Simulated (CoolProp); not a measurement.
A simple Rankine cycle with R365MFC: condensing at 327.15 K, boiler at 2.03 MPa, turbine inlet 472.8 K, turbine efficiency 0.7, pump efficiency 0.8, no recuperator. Each further row changes one setting.

Values from CoolProp's reference Helmholtz-energy equation of state, Lemmon 2016.

```tsv
case	thermal efficiency (%)	net work (kJ/kg)	heat in (kJ/kg)	turbine exit temperature (K)	volume ratio over the turbine
as stated	?	?	331	?	14.3
turbine inlet 492.8 K	11.1	40.0	360	446.3	13.8
condensing temperature 319.15 K	12.1	41.6	343	421.3	?
boiler pressure 1.42 MPa	?	?	340	434.7	?
turbine efficiency 0.6	9.6	31.8	331	429.7	14.5
```

Problem. What belongs in the gaps?

Solution. 
- as stated, thermal efficiency (%): 11.3
- as stated, net work (kJ/kg): 37.4
- as stated, turbine exit temperature (K): 425.1
- condensing temperature 319.15 K, volume ratio over the turbine: 18.7
- boiler pressure 1.42 MPa, thermal efficiency (%): 10.0
- boiler pressure 1.42 MPa, net work (kJ/kg): 34.0
- boiler pressure 1.42 MPa, volume ratio over the turbine: 9.33
